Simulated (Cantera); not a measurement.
Cantera run:

```python
import numpy as np
import cantera as ct

gas_names = """
    C CH CH2 CH3 CH2OH CH3O CH4 CH3OH CO CO2 COOH C2 C2H CHCO,ketyl C2H2,acetylene C2H2,vinylidene
    CH2CO,ketene C2H3,vinyl CH3CO,acetyl C2H4 C2H4O,ethylen CH3CHO,ethanal CH3COOH (HCOOH)2 C2H5 C2H6
    CH3OCH3 C2H5OH C2O C3 C3H3,propargyl C3H4,allene C3H4,propyne C3H4,cyclo- C3H5,allyl C3H6,propylene
    C3H6,cyclo- C3H6O C3H7,n-propyl C3H7,i-propyl C3H8 C3H8O,1propanol C3H8O,2propanol C3O2 C4 C4H2
    C4H4,1,3-cyclo- C4H6,butadiene C4H6,2-butyne C4H6,cyclo- C4H8,1-butene C4H8,cis2-buten
    C4H8,tr2-butene C4H8,isobutene C4H8,cyclo- (CH3COOH)2 C4H9,n-butyl C4H9,i-butyl C4H9,s-butyl
    C4H9,t-butyl C4H10,isobutane C4H10,n-butane C5 C5H6,1,3cyclo- C5H8,cyclo- C5H10,1-pentene
    C5H10,cyclo- C5H11,pentyl C5H11,t-pentyl C5H12,n-pentane C5H12,i-pentane CH3C(CH3)2CH3 C6H2
    C6H5,phenyl C6H5O,phenoxy C6H6 C6H5OH,phenol C6H10,cyclo- C6H12,1-hexene C6H12,cyclo- C6H13,n-hexyl
    C7H7,benzyl C7H8 C7H8O,cresol C7H14,1-heptene C7H15,n-heptyl C7H16,n-heptane C8H8,styrene
    C8H10,ethylbenz C8H16,1-octene C8H17,n-octyl C8H18,isooctane C8H18,n-octane C9H19,n-nonyl
    C10H8,naphthale C10H21,n-decyl C12H9,o-bipheny C12H10,bipheny H HCO HO2 H2 HCHO,formaldehy HCOOH H2O
    H2O2 O OH O2 O3 Pb PbO Pb2
""".split()
cond_names = """
    C(gr) C6H6(L) C7H8(L) C8H18(L),n-octa H2O(s) H2O(L) Pb(cr) Pb(L) PbO(rd) PbO(yw) PbO(L) PbO2(s)
    Pb3O4(s)
""".split()


def load(file, names, dense=False):
    # The tables refer to 1 bar. Condensed volumes are neglected.
    table = {s.name: s for s in ct.Species.list_from_file(file)}
    out = []
    for n in names:
        d = dict(table[n].input_data)
        d["thermo"] = dict(d["thermo"], **{"reference-pressure": 1e5})
        if dense:
            d["equation-of-state"] = {"model": "constant-volume", "density": "1e6 g/cm^3"}
        out.append(ct.Species.from_dict(d))
    return out


gas = ct.Solution(thermo="ideal-gas", species=load("nasa_gas.yaml", gas_names))
cond = {s.name: ct.Solution(thermo="fixed-stoichiometry", species=[s], name=s.name)
        for s in load("nasa_condensed.yaml", cond_names, dense=True)}
atoms = {
    'PbO': {'Pb': 1, 'O': 1},
    'C': {'C': 1},
    'H2': {'H': 2},
}
top_T = {'C(gr)': 4500, 'Pb3O4(s)': 820}  # K; cautious upper limits of use, not melting points


def equilibrate(T, P, feed):
    n = {}
    for name, mol in feed.items():
        for a, k in atoms[name].items():
            n[a] = n.get(a, 0.0) + k * mol
    gas.TPX = T, P, n
    mass = sum(n.values()) * gas.mean_molecular_weight
    gas.equilibrate("TP")
    valid = [c for c in cond.values() if c.min_temp <= T <= top_T.get(c.name, c.max_temp)]
    mix = ct.Mixture([(gas, mass / gas.mean_molecular_weight)] + [(c, 0.0) for c in valid])
    mix.T, mix.P = T, P
    mix.equilibrate("TP", solver="vcs", rtol=1e-11, max_steps=5000)
    return mix


results = []
feed = {'PbO': 1, 'C': 0.44, 'H2': 4}  # mol
T = 1725  # K
P = 101325  # Pa
mix = equilibrate(T, P, feed)
results.append((T, P, feed, dict(zip(mix.species_names, mix.species_moles))))
print(gas.report(threshold=1e-06))
for i in range(1, mix.n_phases):
    print(f"{mix.phase(i).name:16s} {mix.phase_moles(i):12.5e} mol")
```

Output:

```
       temperature   1725 K
          pressure   1.0132e+05 Pa
           density   0.27264 kg/m^3
  mean mol. weight   38.592 kg/kmol
   phase of matter   gas

                          1 kg             1 kmol
                     ---------------   ---------------
          enthalpy         1.027e+06        3.9634e+07  J
   internal energy        6.5536e+05        2.5292e+07  J
           entropy            5443.6        2.1008e+05  J/K
    Gibbs function       -8.3632e+06       -3.2275e+08  J
 heat capacity c_p            869.43             33553  J/K
 heat capacity c_v            653.98             25239  J/K

                      mass frac. Y      mole frac. X     chem. pot. / RT
                     ---------------   ---------------   ---------------
                CO          0.057896          0.079768           -37.431
               CO2         0.0040439         0.0035461           -63.969
                 H        3.8999e-06        0.00014931           -9.7148
                H2           0.03421           0.65487            -19.43
               H2O          0.047827           0.10245           -45.967
                OH        5.6715e-07         1.287e-06           -36.252
                Pb           0.85336           0.15894           -11.633
               PbO        0.00020044        3.4656e-05            -38.17
               Pb2         0.0024551        0.00022864           -23.265
     [ +104 minor]         6.822e-08         1.302e-07

C(gr)             0.00000e+00 mol
Pb(L)             1.57994e-01 mol
PbO(L)            0.00000e+00 mol
```

These are equilibrium values from Cantera (NASA tables, ideal gas, pure condensed phases), not measurements of a reactor.
